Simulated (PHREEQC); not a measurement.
Synthetic water in mg/kgw, 45 °C, pH 1.89, pe 8.4:

```
constituent  mg/kgw
-----------  ------
Na             1370
K               885
Ca             93.3
Mg              143
Cl              149
S(6) as SO4    5830
Si as SiO2     56.2
Cu(2)         0.943
```

Cl is adjusted to close the charge balance.
Valence states are taken as typed.

Computed with PHREEQC (ion-association model, phreeqc.dat).

No solid was allowed to form.

Order these Cu species by the share of Cu that they hold, largest first: CuCl+, CuSO4, Cu+2.

Cu+2 (56 %), CuSO4 (41 %), CuCl+ (2.3 %)

Order these S species by the share of S that they hold, largest first: KSO4-, SO4-2, HSO4-, NaSO4-, MgSO4.

SO4-2 (46 %), HSO4- (39 %), MgSO4 (5.3 %), NaSO4- (4.8 %), KSO4- (2.9 %)

The pH is 1.89 and the ionic strength 0.134 mol/kgw. Examples of supersaturated solids here: Quartz (slow to form), Chalcedony (slow to form). Others may be too. Complexes and solids missing from the database can't appear. Constants without temperature data keep their 25 °C values here.
